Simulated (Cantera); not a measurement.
Feed: 1 mol Si, a varied amount of H2O, 8.3 mol CO, held at 975 K and 21800 Torr.

Method: chemical equilibrium by Gibbs-energy minimisation in Cantera with the NASA 1993 tables (ideal gas, pure condensed phases). Candidate condensed phases: C, C6H6, C7H8, C8H18, H2O, Si, SiC, SiO2; 123 gas species. Kinetics and transport are ignored.

Problem. At 0.28 mol H2O, list the 5 most abundant gas species with their mole fractions, and the condensed phases.

Solution. CO2 0.762, CO 0.165, H2O 0.0532, H2 0.0185, CH4 0.00124. Condensed: C(graphite) + SiO2(β-quartz).
